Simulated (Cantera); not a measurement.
A closed system holds: 1 mol PbO, 0.035 mol CO, 40 mol N₂, equilibrated at 1275 K and 0.240 bar.

Equilibrium computed with Cantera from the NASA thermochemical tables; the gas is ideal and each condensed phase is pure. Candidate condensed phases: C, Pb, PbO, PbO₂, Pb₃O₄; 27 gas species. Gases not in the tables: (PbO)n polymers. Rates play no part.

Base state: N₂ 0.997, PbO 0.00121, Pb 0.000885, CO₂ 0.000872 (mole fractions); condensed: PbO(l).

What changes in the equilibrium state with this change: PbO replaced by Fe(CO)₅?


| species | before | after |
|---|---|---|
| N₂ | 0.997 | 0.888 |
| CO | 7.09e-8 | 0.112 |
| CO₂ | 0.000872 | 2.10e-5 |
| PbO | 0.00121 | 0 |
| Pb | 0.000885 | 0 |
| PbO(l), mol | 0.916 | 0 |
| C(graphite), mol | 0 | 0.000946 |
| Fe(γ), mol | 0 | 1.00 |
Condensed phases not in the tables: cementite and carbon dissolved in iron. Further candidate phases: Fe, Fe(CO)₅, FeO, Fe₂O₃, Fe₃O₄.
